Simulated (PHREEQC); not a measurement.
A column of 0.2 m (40 cells, dispersivity 0.007 m, 300 s a shift, diffusion coefficient 3e-10 m²/s) holds 0.0007 eq of the database's cation exchanger X per kg of pore water, first in equilibrium with 0.01 mol KBr, 0.0017 mol MgCl2, 0.007 mol SrCl2 and 1e-05 mol HCl per kg of water. It is flushed with 0.00049 mol/kgw KBr, 0.00045 mol/kgw NaCl and 1e-05 mol/kgw HCl, at 25 °C. Values are for the last cell. The system is closed to CO2. No solid was allowed to form.

Equilibrium calculation in PHREEQC: ion-association model, phreeqc.dat.

Question: Predict Na in solution (mol/kgw), Mg in solution (mol/kgw), Sr in solution (mol/kgw) at pore volumes = 0.2625, 2.138, 2.888, 3.138.

Answer: 
```
pore volumes  Na in solution (mol/kgw)  Mg in solution (mol/kgw)  Sr in solution (mol/kgw)
------------  ------------------------  ------------------------  ------------------------
0.2625                        4.65e-12                   0.00170                   0.00700
2.138                         0.000434                   9.58e-6                   4.09e-5
2.888                         0.000442                   4.56e-6                   2.08e-5
3.138                         0.000443                   3.91e-6                   1.82e-5
```

Species that the database lacks are ignored.
